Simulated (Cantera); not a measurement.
**Calcination and drying: Mg(OH)2 + H2**

Feed: 1 mol Mg(OH)2, 7.4 mol H2, at 0.133 bar.

Cantera equilibrium calculation (NASA polynomials, part measured and part estimated; ideal gas, pure solids and liquids). Candidate condensed phases: H2O, Mg, MgO, Mg(OH)2; 15 gas species. The tables' values for MgH are old estimates; treat these amounts as uncertain. Equilibrium is a limit: real reactors are often held back by kinetics, nucleation or transport.

```tsv
T (K)	x H2	x H2O	x H	x Mg	x OH	x MgOH	x MgH	x Mg(OH)2	n MgO(s)
1798	0.880	0.119	0.000905	3.36e-5	8.04e-6	1.50e-6	1.56e-7	7.69e-7	1.000
1823	0.880	0.119	0.00111	5.20e-5	1.05e-5	2.20e-6	2.46e-7	9.83e-7	1.000
1848	0.880	0.119	0.00136	7.97e-5	1.36e-5	3.20e-6	3.83e-7	1.25e-6	0.999
1873	0.879	0.119	0.00166	0.000121	1.74e-5	4.60e-6	5.90e-7	1.58e-6	0.999
1898	0.879	0.119	0.00201	0.000181	2.22e-5	6.54e-6	8.99e-7	1.98e-6	0.998
1923	0.878	0.119	0.00242	0.000267	2.82e-5	9.21e-6	1.35e-6	2.46e-6	0.998
1948	0.877	0.119	0.00290	0.000391	3.56e-5	1.29e-5	2.01e-6	3.05e-6	0.997
1973	0.877	0.119	0.00346	0.000567	4.47e-5	1.78e-5	2.96e-6	3.76e-6	0.995
1998	0.876	0.119	0.00411	0.000812	5.58e-5	2.44e-5	4.30e-6	4.62e-6	0.993
2023	0.874	0.120	0.00486	0.00115	6.94e-5	3.32e-5	6.20e-6	5.64e-6	0.990
2048	0.872	0.120	0.00573	0.00162	8.58e-5	4.48e-5	8.83e-6	6.86e-6	0.986
2073	0.870	0.121	0.00672	0.00225	0.000106	6.01e-5	1.24e-5	8.32e-6	0.980
```
x: gas mole fraction; n: condensed amount in mol.

From 1798 K to 2073 K the condensed part is MgO(s). The main Mg-bearing gas is Mg throughout.
